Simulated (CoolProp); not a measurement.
Saturation properties of R1234yf.

Values from CoolProp's reference Helmholtz-energy equation of state, Lemmon 2022.

| T (K) | p (bar) | liquid cp (kJ/(kg K)) | vapour viscosity (µPa s) |
|---|---|---|---|
| 267.5 | 2.596 | 1.282 | 11.1 |
| 274.7 | 3.328 | 1.304 | 11.4 |
| 281.9 | 4.207 | 1.329 | 11.8 |
| 289.1 | 5.252 | 1.355 | 12.1 |
| 296.2 | 6.461 | 1.385 | 12.5 |
| 303.4 | 7.889 | 1.419 | 12.8 |
| 310.6 | 9.542 | 1.459 | 13.2 |
| 317.8 | 11.44 | 1.508 | 13.7 |
| 325 | 13.61 | 1.568 | 14.2 |

It boils at 243.7 K under 1 atm.

Viscosity comes from a separate model (Bell 2016), an estimate that may be off by 10 % or more.
